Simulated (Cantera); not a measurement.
**SiHCl₃ + NH₃ + N₂ (silicon nitride deposition)**

Feed: 1 mol SiHCl₃, 18 mol NH₃, 1.5 mol N₂, equilibrated at 0.113 Torr.

Cantera equilibrium calculation (NASA polynomials, part measured and part estimated; ideal gas, pure solids and liquids). Candidate condensed phases: NH₄Cl, Si, Si₃N₄; 28 gas species. The tables' values for SiCl, SiN, SiCl₃ are old estimates; treat these amounts as uncertain. Gases not in the tables: Si₂H₆ and higher silanes. The numbers say what is thermodynamically allowed, not how fast it happens.

```csv
T (K),x H₂,x N₂,x HCl,x H,x Si,x SiCl₂,n Si₃N₄(s),n Si(s),n Si(l)
700,0.670,0.253,0.0772,1.69e-12,<1e-12,<1e-12,0.333,0,0
850,0.670,0.253,0.0772,1.37e-9,<1e-12,3.06e-9,0.333,0,0
1000,0.670,0.253,0.0772,1.52e-7,<1e-12,8.63e-7,0.333,0,0
1150,0.670,0.253,0.0771,4.98e-6,3.70e-12,5.48e-5,0.333,0,0
1300,0.670,0.254,0.0747,7.39e-5,1.60e-8,0.00123,0.317,0,0
1450,0.674,0.258,0.0585,0.000634,1.19e-5,0.00908,0.214,0,0
1600,0.668,0.265,0.0498,0.00363,0.000650,0.0128,0,0.460,0
1750,0.651,0.261,0.0486,0.0153,0.0100,0.0121,0,0,0.0591
1900,0.608,0.253,0.0603,0.0505,0.0192,0.00370,0,0,0
```
x: gas mole fraction; n: condensed amount in mol.

From 700 K to 1450 K the condensed part is Si₃N₄(s). At 1600 K the condensed part is Si(s). At 1750 K the condensed part is Si(l). At 1900 K nothing is condensed. The main Si-bearing gas is SiCl₄ at 700 K and Si at 1900 K.
